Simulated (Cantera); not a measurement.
A Cantera script and its output.

```python
import numpy as np
import cantera as ct

gas = ct.Solution("gri30.yaml")
gas.TPX = 1450, 500000, {'CH4': 1, 'H2': 0.13, 'O2': 0.983, 'N2': 3.7}
reactor = ct.IdealGasConstPressureReactor(gas, energy="on", clone=False)
net = ct.ReactorNet([reactor])
net.rtol, net.atol = 1e-08, 1e-16
show = ['CH4', 'H2', 'O2', 'C2H6', 'CH2CO']
times = np.geomspace(2e-06, 1, 11)

steps = ct.SolutionArray(gas, extra=["t"])
rows = []
print(f"{'t/s':>10s}{'T/K':>9s}{'P/Pa':>11s}" + "".join(f"{s:>11s}" for s in show))
for t in times:
    while net.time < t:
        t_next = net.step()
        steps.append(gas.state, t=t_next)
    rows.append([np.interp(t, steps.t, y) for y in (steps.T, steps.P, *steps(*show).X.T)])
    print(f"{t:10.3e}{rows[-1][0]:9.1f}{rows[-1][1]:11.4g}" + "".join(f"{x:11.3e}" for x in rows[-1][2:]))
rate = np.gradient(steps.T, steps.t)
print("integrator steps:", len(steps.t))
if steps.T.max() > steps.T[0] + 200:
    print(f"time of steepest temperature rise: {steps.t[rate.argmax()]:.4e} s")
gas.TPX = 1450, 500000, {'CH4': 1, 'H2': 0.13, 'O2': 0.983, 'N2': 3.7}
gas.equilibrate("HP")
print(f"equilibrium (HP): T = {gas.T:.1f} K  " + "  ".join(f"{s} {gas[s].X[0]:.3e}" for s in show))
```

It prints:

```
       t/s      T/K       P/Pa        CH4         H2         O2       C2H6      CH2CO
 2.000e-06   1450.0      5e+05  1.720e-01  2.236e-02  1.691e-01  1.919e-10  5.448e-18
 7.429e-06   1450.0      5e+05  1.720e-01  2.236e-02  1.691e-01  1.603e-08  9.552e-15
 2.759e-05   1450.0      5e+05  1.720e-01  2.235e-02  1.691e-01  3.417e-06  5.643e-11
 1.025e-04   1454.6      5e+05  1.708e-01  2.224e-02  1.684e-01  3.089e-04  1.771e-07
 3.807e-04   1574.8      5e+05  1.450e-01  2.821e-02  1.492e-01  3.339e-03  1.886e-04
 1.414e-03   2460.6      5e+05  6.794e-10  1.832e-01  2.284e-06  9.306e-20  1.003e-12
 5.253e-03   2461.5      5e+05  6.054e-10  1.832e-01  2.309e-06  6.527e-20  8.863e-13
 1.951e-02   2461.7      5e+05  5.984e-10  1.831e-01  2.315e-06  6.393e-20  8.758e-13
 7.248e-02   2461.7      5e+05  5.983e-10  1.831e-01  2.315e-06  6.392e-20  8.757e-13
 2.692e-01   2461.7      5e+05  5.983e-10  1.831e-01  2.315e-06  6.392e-20  8.757e-13
 1.000e+00   2461.7      5e+05  5.983e-10  1.831e-01  2.315e-06  6.392e-20  8.757e-13
integrator steps: 2136
time of steepest temperature rise: 4.3663e-04 s
equilibrium (HP): T = 2461.7 K  CH4 6.757e-10  H2 1.831e-01  O2 2.315e-06  C2H6 7.896e-20  CH2CO 9.804e-13
```

Detailed kinetics in Cantera: GRI-Mech 3.0 (53 species, 325 reactions).
